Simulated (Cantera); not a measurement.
NaCl + H2 (halide evaporation, hydrolysis and transport)

Charge: 1 mol NaCl, 28 mol H2.

Equilibrium computed with Cantera from the NASA thermochemical tables; the gas is ideal and each condensed phase is pure. Candidate condensed phases: Na, NaCl; 10 gas species. Rates play no part.

Stable condensed phases:

```
T in °C \ P in Pa
           0.10   0.40    1.6    6.3     25    100    400   1600   6300  25000 100000
   1927       A      A      A      A      A      A      A      A      A      A      A
   1727       A      A      A      A      A      A      A      A      A      A      A
   1527       A      A      A      A      A      A      A      A      A      A      A
   1327       A      A      A      A      A      A      A      A      A      A      A
   1127       A      A      A      A      A      A      A      A      A      A      A
    927       A      A      A      A      A      A      A      A      A      B      B
    727       A      A      A      A      A      A      B      B      B      B      B
    527       A      B      B      B      B      B      B      B      B      B      B
    327       B      B      B      B      B      B      B      B      B      B      B
```

A: gas only; B: NaCl.
